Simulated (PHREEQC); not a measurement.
A solution holds 0.25 mol NaHSO4, 0.0031 mol Na2SO4 and 0.4 mol KCl per kg of water, at 15 °C. Closed to the air; pH follows from the charge balance.

Model: ion-association model, phreeqc.dat, run in PHREEQC.

Precipitation was switched off in this run.

Q: What pH, activity of water does the model give?

A: pH 1.04; activity of water 0.976.

Q: In which forms is Na present?

A: Na+ 93 %, NaSO4- 6.6 % of the Na.

The ionic strength is past about 0.7 mol/kgw, beyond the range of this activity model, so the values are rough.
